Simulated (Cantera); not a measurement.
A closed system holds: 1 mol Nb2O5, 0.43 mol H2, 0.81 mol H2O, at 700 °C and 54.0 Pa.

Cantera equilibrium calculation (NASA polynomials, part measured and part estimated; ideal gas, pure solids and liquids). Candidate condensed phases: H2O, Nb, NbO, NbO2, Nb2O5; 12 gas species. Condensed phases not in the tables: the oxides between NbO2 and Nb2O5. Rates play no part.

Base state: H2O 0.653, H2 0.347 (mole fractions); condensed: Nb2O5(s).

Problem. What changes in the equilibrium state with this change: temperature from 700 °C to 1875 °C?

Solution. 
```csv
species,before,after
H2O,0.653,0.564
H2,0.347,0.284
H,2.74e-8,0.0957
OH,<1e-9,0.0244
NbO2,<1e-9,0.0209
O,<1e-9,0.00579
O2,<1e-9,0.00487
"Nb2O5(s), mol",1.00,0
"Nb2O5(l), mol",0,0.986
```
